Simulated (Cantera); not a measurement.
Feed: 1 mol Si₃N₄, a varied amount of HCl, 10 mol N₂, equilibrated at 950 K and 0.540 bar.

These are equilibrium values from Cantera (NASA tables, ideal gas, pure condensed phases), not measurements of a reactor. Candidate condensed phases: NH₄Cl, Si, Si₃N₄; 28 gas species. Equilibrium is a limit: real reactors are often held back by kinetics, nucleation or transport.

**Question.** At 34 mol HCl, list the 6 most abundant gas species with their mole fractions, and the condensed phases.

**Answer.** HCl 0.512, N₂ 0.279, H₂ 0.139, SiCl₄ 0.0697, SiHCl₃ 8.71e-5, NH₃ 1.22e-5. Condensed: gas only.
